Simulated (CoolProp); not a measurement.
Vapour-liquid equilibrium of carbon dioxide (1) + R143a (2) at 274.6 K; x and y are mole fractions of (1).

The numbers come from the multi-fluid Helmholtz-energy mixture model, Span 1996 and Lemmon and Jacobsen 2000; pair parameters Bell 2016 in CoolProp.

| x | bubble pressure, mixture model (MPa) | bubble pressure, Raoult's law (MPa) | y, mixture model | y, Raoult's law |
|---|---|---|---|---|
| 0.05 | [?] | 0.7968 | 0.165 | 0.227 |
| 0.15 | 1.019 | 1.094 | 0.413 | 0.496 |
| 0.25 | 1.313 | 1.391 | [?] | 0.651 |
| 0.35 | [?] | 1.689 | 0.687 | 0.751 |
| 0.45 | 1.934 | 1.986 | 0.762 | 0.820 |
| 0.55 | 2.239 | 2.283 | 0.819 | 0.872 |
| 0.65 | 2.536 | 2.580 | [?] | 0.912 |
| 0.75 | 2.832 | 2.878 | [?] | 0.944 |
| 0.85 | 3.135 | 3.175 | [?] | 0.969 |
| 0.95 | 3.453 | 3.472 | 0.979 | 0.991 |

### Question
What belongs in the gaps?

### Answer

- 0.05, bubble pressure, mixture model (MPa): 0.7591
- 0.25, y, mixture model: 0.578
- 0.35, bubble pressure, mixture model (MPa): 1.623
- 0.65, y, mixture model: 0.864
- 0.75, y, mixture model: 0.903
- 0.85, y, mixture model: 0.940

The largest gap from Raoult's law is -6.9 % in bubble pressure, at x = 0.15. No azeotrope shows between x = 0.05 and 0.95.

Pair parameters are fitted to limited data, so mixtures are less certain than the pure fluids.
